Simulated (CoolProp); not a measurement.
Values from CoolProp's reference Helmholtz-energy equation of state, Gao 2022.

Task: Give the vapour pressure (MPa), vapour density (kg/m³), liquid cp (kJ/(kg K)) of saturated n-perfluorohexane at 299.7, 313.5, 327.3 K.

Result: 
| T (K) | p (MPa) | vapour density (kg/m³) | liquid cp (kJ/(kg K)) |
|---|---|---|---|
| 299.7 | 0.0315 | 4.38 | 1.05 |
| 313.5 | 0.0553 | 7.46 | 1.07 |
| 327.3 | 0.0915 | 12.1 | 1.09 |
